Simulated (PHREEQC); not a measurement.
Solution (20 °C): 0.14 mol HF and 0.0045 mol NH4F per kg of water. Closed to the air; pH follows from the charge balance.

The numbers come from PHREEQC with the ion-association model, phreeqc.dat.

This is a speciation only: nothing precipitates in the calculation.

Estimate the pH.

pH 2.01.

In which forms is F present?

HF 86 %, F- 7.3 %, HF2- 6.7 % of the F.
